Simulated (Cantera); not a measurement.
Feed: 1 mol Pb, 0.069 mol CO, 24 mol H2, held at 3.30 mbar.

Equilibrium computed with Cantera from the NASA thermochemical tables; the gas is ideal and each condensed phase is pure. Candidate condensed phases: C, C6H6, C7H8, C8H18, H2O, Pb, PbO, PbO2, Pb3O4; 113 gas species. Equilibrium is a limit: real reactors are often held back by kinetics, nucleation or transport.

### Question
Which condensed phases are stable at each of these points (T (K)): 823, 923, 1023, 1123, 1223, 1323, 1423, 1523?

### Answer
| T (K) | condensed phases | Pb condensed (%) |
|---|---|---|
| 823 | Pb(l) | 99.9 |
| 923 | Pb(l) | 98.1 |
| 1023 | Pb(l) | 80.4 |
| 1123 | gas only | 0.0 |
| 1223 | gas only | 0.0 |
| 1323 | gas only | 0.0 |
| 1423 | gas only | 0.0 |
| 1523 | gas only | 0.0 |

From 823 K to 1023 K the condensed part is Pb(l). From 1123 K to 1523 K nothing is condensed.
